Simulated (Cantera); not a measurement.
Input (Python, Cantera) and output of one run.

```python
import numpy as np
import cantera as ct

gas_names = """
    Fe FeO Fe(OH)2 H HNO HNO2 HNO3 HO2 H2 H2O H2O2 H2S H2SO4 N NH NH2 NH3 NH2OH NO NO2 NO3 N2 N2H2 N2H4
    N2O O OH O2 O3 S SH SN SO SO2 SO3 S2 S2O S8
""".split()
cond_names = """
    Fe(a) Fe(c) Fe(d) Fe(L) FeO(s) FeO(L) Fe(OH)2(s) Fe(OH)3(s) FeS(a) FeS(b) FeS(c) FeS(L) FeSO4(s)
    FeS2(s) Fe2O3(s) Fe2S3O12(s) Fe3O4(s) H2O(s) H2O(L) H2SO4(L) S(cr1) S(cr2) S(L)
""".split()


# ... load() reads the species with a 1 bar reference pressure and builds the phases ...
atoms = {
    'FeS2': {'Fe': 1, 'S': 2},
    'SO2': {'S': 1, 'O': 2},
    'N2': {'N': 2},
    'H2S': {'H': 2, 'S': 1},
}
top_T = {'FeSO4(s)': 950, 'FeS2(s)': 1010, 'Fe2O3(s)': 1830, 'Fe2S3O12(s)': 1100, 'Fe3O4(s)': 1870}  # K; cautious upper limits of use, not melting points


# ... equilibrate(T, P, feed) seeds the gas with the atoms and calls Mixture.equilibrate('TP', solver="vcs", rtol=1e-11, max_steps=5000) ...
results = []
feed = {'FeS2': 1, 'SO2': 0.066, 'N2': 34, 'H2S': 1.4}  # mol
T = 1648  # K
P = 1200  # Pa
mix = equilibrate(T, P, feed)
results.append((T, P, feed, dict(zip(mix.species_names, mix.species_moles))))
print(gas.report(threshold=0.0001))
for i in range(1, mix.n_phases):
    print(f"{mix.phase(i).name:16s} {mix.phase_moles(i):12.5e} mol")
```

It prints:

```
       temperature   1648 K
          pressure   1200 Pa
           density   0.0024788 kg/m^3
  mean mol. weight   28.305 kg/kmol
   phase of matter   gas

                          1 kg             1 kmol
                     ---------------   ---------------
          enthalpy        1.6728e+06        4.7347e+07  J
   internal energy        1.1887e+06        3.3645e+07  J
           entropy             10038        2.8411e+05  J/K
    Gibbs function       -1.4869e+07       -4.2086e+08  J
 heat capacity c_p              1248             35323  J/K
 heat capacity c_v            954.21             27008  J/K

                      mass frac. Y      mole frac. X     chem. pot. / RT
                     ---------------   ---------------   ---------------
                Fe        0.00021514        0.00010904           -7.5409
                 H        5.2815e-06         0.0001483           -13.353
                H2         0.0023705          0.033281           -26.707
               H2O         0.0020181         0.0031707            -54.48
               H2S         0.0014921         0.0012393           -41.567
                N2           0.91865           0.92818           -30.804
                 S        0.00036139        0.00031906            -14.86
                SH         0.0010587        0.00090617           -28.213
                SO        0.00041787        0.00024611           -42.633
                S2           0.07318          0.032304            -29.72
     [  +28 minor]        0.00023109        9.9837e-05

Fe(c)             0.00000e+00 mol
FeO(s)            0.00000e+00 mol
FeS(L)            9.96002e-01 mol
Fe2O3(s)          0.00000e+00 mol
Fe3O4(s)          0.00000e+00 mol
S(L)              0.00000e+00 mol
```

Method: chemical equilibrium by Gibbs-energy minimisation in Cantera with the NASA 1993 tables (ideal gas, pure condensed phases). FeS: taken at fixed stoichiometry.
